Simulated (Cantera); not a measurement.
A closed system holds: 1 mol MgCO3, 9.6 mol CO2, 0.98 mol H2, held at 1398.15 K and 1.00 bar.

These are equilibrium values from Cantera (NASA tables, ideal gas, pure condensed phases), not measurements of a reactor. Candidate condensed phases: C, C6H6, C7H8, C8H18, H2O, Mg, MgCO3, MgO, Mg(OH)2; 116 gas species. The numbers say what is thermodynamically allowed, not how fast it happens.

Base state: CO2 0.834, CO 0.0810, H2O 0.0810, H2 0.00363 (mole fractions); condensed: MgO(s).

### Question
What changes in the equilibrium state with this change: MgCO3 replaced by MgSO4?

### Answer
| species | before | after |
|---|---|---|
| CO2 | 0.834 | 0.828 |
| SO2 | 0 | 0.0861 |
| H2O | 0.0810 | 0.0846 |
| CO | 0.0810 | 2.79e-5 |
| O2 | <1e-9 | 0.000796 |
| SO3 | 0 | 0.000159 |
| MgO(s), mol | 1.00 | 1.00 |
Further candidate phases: H2SO4, MgS, MgSO4, S.
